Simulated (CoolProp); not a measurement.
Nitrogen along the isobar 12.6 bar: fugacity coefficient from the reference equation and from simpler models built on Tc = 126.2 K, pc = 33.96 bar, ω = 0.037; each cubic takes its own stable root.

Values from CoolProp's reference Helmholtz-energy equation of state, Span 2000.

```
T (K)   phase  reference
-----  ------  ---------
69.4   liquid    0.02945
83.6   liquid     0.1564
97.8   liquid     0.4695
112       gas     0.8264
126.2     gas     0.8789
140.4     gas     0.9125
154.6     gas     0.9353
168.8     gas     0.9515
183       gas     0.9632
```

Q: How far does each simpler model (van der Waals, Redlich-Kwong, Soave-Redlich-Kwong, Peng-Robinson) lie from the reference over these 9 states: mean and median of the absolute difference, and the worst?

A: 
- van der Waals: mean 65.7 %, median 1.3 %, worst +385.6 % at 69.4 K and 12.6 bar
- Redlich-Kwong: mean 3.8 %, median 0.3 %, worst -25.4 % at 69.4 K and 12.6 bar
- Soave-Redlich-Kwong: mean 0.4 %, median 0.2 %, worst -2.0 % at 69.4 K and 12.6 bar
- Peng-Robinson: mean 1.2 %, median 1.3 %, worst +1.9 % at 69.4 K and 12.6 bar
